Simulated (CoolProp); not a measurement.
The fluid at 298.15 K and 0.925 MPa (gas) is heated at constant pressure to 325.3 K. The same conditions are run with several fluids, on thermodynamics alone (safety and materials aside).

Values from CoolProp's reference Helmholtz-energy equation of state of each fluid (R410A: Lemmon 2003; hydrogen sulfide: Lemmon 2006; normal hydrogen: Leachman 2009; dry air: Lemmon 2000; carbon dioxide: Span 1996). Blends and air are pseudo-pure fits.

| fluid | heat (kJ/kg) | final density (kg/m³) |
|---|---|---|
| R410A | 26.8 | 27.3 |
| hydrogen sulfide | 30.6 | 12.3 |
| normal hydrogen | 390 | 0.686 |
| dry air | 27.7 | 9.92 |
| carbon dioxide | 24.9 | 15.6 |
